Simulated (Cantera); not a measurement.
Cantera run, input and output.

```python
import numpy as np
import cantera as ct

gas = ct.Solution("gri30.yaml")
gas.TPX = 1250, 2300, {'CH4': 0.023, 'H2': 1, 'H': 0.04}
reactor = ct.IdealGasConstPressureReactor(gas, energy="off", clone=False)
net = ct.ReactorNet([reactor])
net.rtol, net.atol = 1e-08, 1e-18
show = ['CH4', 'H2', 'H', 'C2H6', 'C2H4']
times = np.geomspace(0.0001, 200, 11)

steps = ct.SolutionArray(gas, extra=["t"])
rows = []
print(f"{'t/s':>10s}{'T/K':>9s}{'P/Pa':>11s}" + "".join(f"{s:>11s}" for s in show))
for t in times:
    while net.time < t:
        t_next = net.step()
        steps.append(gas.state, t=t_next)
    rows.append([np.interp(t, steps.t, y) for y in (steps.T, steps.P, *steps(*show).X.T)])
    print(f"{t:10.3e}{rows[-1][0]:9.1f}{rows[-1][1]:11.4g}" + "".join(f"{x:11.3e}" for x in rows[-1][2:]))
rate = np.gradient(steps.T, steps.t)
print("integrator steps:", len(steps.t))
if steps.T.max() > steps.T[0] + 200:
    print(f"time of steepest temperature rise: {steps.t[rate.argmax()]:.4e} s")
gas.TPX = 1250, 2300, {'CH4': 0.023, 'H2': 1, 'H': 0.04}
gas.equilibrate("TP")
print(f"equilibrium (TP): T = {gas.T:.1f} K  " + "  ".join(f"{s} {gas[s].X[0]:.3e}" for s in show))
```

It prints:

```
       t/s      T/K       P/Pa        CH4         H2          H       C2H6       C2H4
 1.000e-04   1250.0       2300  1.589e-02  9.506e-01  2.793e-02  1.745e-04  2.404e-05
 4.267e-04   1250.0       2300  1.630e-02  9.640e-01  1.475e-02  3.088e-04  1.093e-04
 1.821e-03   1250.0       2300  1.903e-02  9.747e-01  4.027e-03  1.600e-04  1.767e-04
 7.768e-03   1250.0       2300  2.024e-02  9.778e-01  9.042e-04  4.467e-05  2.024e-04
 3.314e-02   1250.0       2300  2.047e-02  9.785e-01  2.072e-04  1.185e-05  2.143e-04
 1.414e-01   1250.0       2300  2.049e-02  9.787e-01  4.856e-05  3.332e-06  2.058e-04
 6.034e-01   1250.0       2300  2.049e-02  9.787e-01  1.185e-05  1.025e-06  1.836e-04
 2.575e+00   1250.0       2300  2.049e-02  9.787e-01  3.846e-06  4.075e-07  1.566e-04
 1.099e+01   1250.0       2300  2.048e-02  9.787e-01  2.937e-06  2.748e-07  1.176e-04
 4.687e+01   1250.0       2300  2.047e-02  9.788e-01  2.874e-06  2.321e-07  8.990e-05
 2.000e+02   1250.0       2300  2.043e-02  9.788e-01  2.879e-06  2.340e-07  9.147e-05
integrator steps: 1663
equilibrium (TP): T = 1250.0 K  CH4 1.862e-02  H2 9.797e-01  H 3.176e-06  C2H6 3.668e-07  C2H4 1.905e-04
```

Computed with Cantera and GRI-Mech 3.0 (53 species, 325 reactions). GRI-Mech 3.0 stops at C3 and has no aromatics, soot or wall deposition, so with more carbon than oxygen in the feed, carbon stays in small species such as C2H2 where larger ones or solid carbon would form. Radical loss at walls, strong at low pressure, is not modelled.
